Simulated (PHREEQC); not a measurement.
Synthetic water in mg/L, 87 °C, pH 3.8, pe 11.2:

```
constituent  mg/L
-----------  ----
Na            166
K            2.88
Ca           58.8
Mg            195
Cl            175
S(6) as SO4  1070
Fe(3)        5.36
```

Valence states are taken as typed.

All values are PHREEQC results (ion-association model, wateq4f.dat), not measurements.

Each row changes one thing in this solution. No solid was allowed to form.

```tsv
case	ionic strength (mol/kgw)	SO4-2 (mol/kgw)	MgSO4 (mol/kgw)	Mg+2 (mol/kgw)	Ca+2 (mol/kgw)	CaSO4 (mol/kgw)	SI of Gypsum (CaSO4:2H2O)	SI of Jarosite-K (KFe3(SO4)2(OH)6)
as made	0.0268	0.00573	0.00454	0.00349	0.000999	0.000469	-1.06	+1.95
all concentrations times 4 at the same typed pH	0.0909	0.0188	0.0217	0.0106	0.00343	0.00247	-0.33	+4.81
Na from 166 to 498 mg/L	0.0348	0.00579	0.00429	___	0.00104	0.000427	-1.10	+1.86
Mg from 195 to 97.5 mg/L	0.0262	0.00751	0.00254	___	0.000904	0.000563	-0.98	+2.18
```

### Question
Fill in the missing entries.

### Answer

- Na from 166 to 498 mg/L, Mg+2 (mol/kgw): 0.00375
- Mg from 195 to 97.5 mg/L, Mg+2 (mol/kgw): 0.00147

Some of these states are supersaturated (in Jarosite-K, Jarosite-Na, for instance). Away from 25 °C the constants follow the database's enthalpies or fits; those with neither stay at their 25 °C values.
